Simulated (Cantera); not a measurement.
What does this Cantera script print?

```python
import numpy as np
import cantera as ct

gas_names = """
    CL CL2 H HCL H2 Si SiCL SiCL2 SiCL3 SiCL4 SiH SiHCL3 SiH2 SiH2CL2 SiH3 SiH3CL SiH4 Si2 Si3
""".split()
cond_names = """
    Si(cr) Si(L)
""".split()


# ... load() reads the species with a 1 bar reference pressure and builds the phases ...
atoms = {
    'SiCl4': {'Si': 1, 'CL': 4},
    'HCl': {'H': 1, 'CL': 1},
    'H2': {'H': 2},
}
top_T = {}  # K; cautious upper limits of use, not melting points


# ... equilibrate(T, P, feed) seeds the gas with the atoms and calls Mixture.equilibrate('TP', solver="vcs", rtol=1e-11, max_steps=5000) ...
results = []
feed = {'SiCl4': 1, 'HCl': 1.2, 'H2': 1.1}  # mol
T = 1150  # K
P = 500000  # Pa
mix = equilibrate(T, P, feed)
results.append((T, P, feed, dict(zip(mix.species_names, mix.species_moles))))
x = sorted(zip(gas.X, gas.species_names), reverse=True)
print(f"T = {T:g} K  P = {P:g} Pa  gas = {mix.phase_moles(0):.4g} mol")
print("   x: " + "  ".join(f"{s} {v:.3e}" for v, s in x if v > 1e-05))
print("   condensed (mol): " + ("  ".join(f"{mix.phase(i).name} {mix.phase_moles(i):.4g}"
      for i in range(1, mix.n_phases) if mix.phase_moles(i) > 1e-12) or "none"))
```

It prints:

```
T = 1150 K  P = 500000 Pa  gas = 3.301 mol
   x: HCL 3.693e-01  H2 3.277e-01  SiCL4 2.972e-01  SiHCL3 5.355e-03  SiCL3 3.878e-04  SiH2CL2 1.211e-05
   condensed (mol): none
```

Equilibrium computed with Cantera from the NASA thermochemical tables; the gas is ideal and each condensed phase is pure. The tables' values for SiCl3 are old estimates; treat these amounts as uncertain.
